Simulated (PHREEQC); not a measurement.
A column of 1 m (40 cells, dispersivity 0.05 m, 720 s a shift, diffusion coefficient 3e-10 m²/s) holds 0.0032 eq of the database's cation exchanger X per kg of pore water, first in equilibrium with 0.087 mol MnCl2, 0.0068 mol CdCl2 and 1e-05 mol HCl per kg of water. It is flushed with 0.0017 mol/kgw KCl and 1e-05 mol/kgw HCl, at 15 °C. Values are for the last cell. CO2 from the air is kept out. Precipitation was switched off in this run.

Model: ion-association model, phreeqc.dat, run in PHREEQC.

### Question
Predict K in solution (mol/kgw), Cd in solution (mol/kgw), Mn in solution (mol/kgw), Cl in solution (mol/kgw) at pore volumes = 0, 1.212.

### Answer
```csv
pore volumes,K in solution (mol/kgw),Cd in solution (mol/kgw),Mn in solution (mol/kgw),Cl in solution (mol/kgw)
0,0,0.00680,0.0870,0.188
1.212,0.00104,0.00140,0.0193,0.0424
```
